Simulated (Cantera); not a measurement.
An isothermal, constant-pressure homogeneous reactor starts with CH4 : H2 : N2 = 0.012 : 1 : 0.0015 (molar parts), at 2525 K and 20.0 Torr. Integrator tolerance rtol = 1e-08.

Cantera simulation using GRI-Mech 3.0 (53 species, 325 reactions); the numbers are that mechanism's predictions, not measurements. GRI-Mech 3.0 stops at C3 and has no aromatics, soot or wall deposition, so with more carbon than oxygen in the feed, carbon stays in small species such as C2H2 where larger ones or solid carbon would form. Radical loss at walls, strong at low pressure, is not modelled.

**Question.** What does this change do: 0.013 parts H2O added?

**Answer.** 
| quantity | before | after |
|---|---|---|
| x(CH4) at 3.00 s | 1.89e-6 (gas-phase equilibrium 1.81e-6) | 1.60e-11 (gas-phase equilibrium 1.66e-11) |
| x(H2) at 3.00 s | 0.835 (gas-phase equilibrium 0.835) | 0.830 (gas-phase equilibrium 0.830) |
| x(HCN) at 3.00 s | 8.99e-5 (gas-phase equilibrium 0.00143) | 3.38e-8 (gas-phase equilibrium 1.91e-8) |
| x(H) at 3.00 s | 0.158 (gas-phase equilibrium 0.158) | 0.158 (gas-phase equilibrium 0.158) |
| x(C2H2) at 3.00 s | 0.00526 (gas-phase equilibrium 0.00459) | <1e-12 (gas-phase equilibrium <1e-12) |
| x(CH2) at 3.00 s | 1.96e-6 (gas-phase equilibrium 1.88e-6) | 1.67e-11 (gas-phase equilibrium 1.73e-11) |
| x(C2H) at 3.00 s | 7.51e-5 (gas-phase equilibrium 6.56e-5) | <1e-12 (gas-phase equilibrium <1e-12) |

**Question.** What does this change do: CH4 0.012 to 0.024 parts?

**Answer.** 
| quantity | before | after |
|---|---|---|
| x(CH4) at 3.00 s | 1.89e-6 (gas-phase equilibrium 1.81e-6) | 2.63e-6 (gas-phase equilibrium 2.58e-6) |
| x(H2) at 3.00 s | 0.835 (gas-phase equilibrium 0.835) | 0.830 (gas-phase equilibrium 0.831) |
| x(HCN) at 3.00 s | 8.99e-5 (gas-phase equilibrium 0.00143) | 0.000123 (gas-phase equilibrium 0.00173) |
| x(H) at 3.00 s | 0.158 (gas-phase equilibrium 0.158) | 0.158 (gas-phase equilibrium 0.158) |
| x(C2H2) at 3.00 s | 0.00526 (gas-phase equilibrium 0.00459) | 0.0103 (gas-phase equilibrium 0.00951) |
| x(CH2) at 3.00 s | 1.96e-6 (gas-phase equilibrium 1.88e-6) | 2.75e-6 (gas-phase equilibrium 2.70e-6) |
| x(C2H) at 3.00 s | 7.51e-5 (gas-phase equilibrium 6.56e-5) | 0.000148 (gas-phase equilibrium 0.000136) |

**Question.** What does this change do: 0.008 parts H2O added?

**Answer.** 
| quantity | before | after |
|---|---|---|
| x(CH4) at 3.00 s | 1.89e-6 (gas-phase equilibrium 1.81e-6) | 1.06e-6 (gas-phase equilibrium 9.54e-7) |
| x(H2) at 3.00 s | 0.835 (gas-phase equilibrium 0.835) | 0.832 (gas-phase equilibrium 0.832) |
| x(HCN) at 3.00 s | 8.99e-5 (gas-phase equilibrium 0.00143) | 5.70e-5 (gas-phase equilibrium 0.000895) |
| x(H) at 3.00 s | 0.158 (gas-phase equilibrium 0.158) | 0.158 (gas-phase equilibrium 0.158) |
| x(C2H2) at 3.00 s | 0.00526 (gas-phase equilibrium 0.00459) | 0.00171 (gas-phase equilibrium 0.00129) |
| x(CH2) at 3.00 s | 1.96e-6 (gas-phase equilibrium 1.88e-6) | 1.11e-6 (gas-phase equilibrium 9.95e-7) |
| x(C2H) at 3.00 s | 7.51e-5 (gas-phase equilibrium 6.56e-5) | 2.45e-5 (gas-phase equilibrium 1.85e-5) |
